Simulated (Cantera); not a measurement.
An isothermal, constant-pressure homogeneous reactor starts with NO : N2 = 1 : 0.13 (molar parts), at 1450 K and 180000 Pa.

Model: GRI-Mech 3.0 (53 species, 325 reactions), integrated in Cantera.

Q: Predict: x(NO) at 20.0 s; x(N2O) at 20.0 s; x(N2) at 20.0 s; x(O2) at 20.0 s; x(O) at 20.0 s; x(NO2) at 20.0 s.

A: 
```
Quantity                                            Result
----------------  ----------------------------------------
x(NO) at 20.0 s      0.679 (gas-phase equilibrium 0.00116)
x(N2O) at 20.0 s  0.000153 (gas-phase equilibrium 8.19e-8)
x(N2) at 20.0 s        0.217 (gas-phase equilibrium 0.557)
x(O2) at 20.0 s        0.100 (gas-phase equilibrium 0.442)
x(O) at 20.0 s     4.88e-7 (gas-phase equilibrium 1.00e-6)
x(NO2) at 20.0 s   0.00396 (gas-phase equilibrium 1.42e-5)
```
